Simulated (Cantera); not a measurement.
Input: 1 mol SiCl4, 1.5 mol H2O, equilibrated at 11.0 Pa.

Equilibrium computed with Cantera from the NASA thermochemical tables; the gas is ideal and each condensed phase is pure. Candidate condensed phases: H2O, Si, SiO2; 30 gas species. Kinetics and transport are ignored.

Problem. At 1000 K, list the 4 most abundant gas species with their mole fractions, and the condensed phases.

Solution. HCl 0.923, SiCl4 0.0769, Cl 4.17e-5, H2 1.99e-5. Condensed: SiO2(β-quartz).
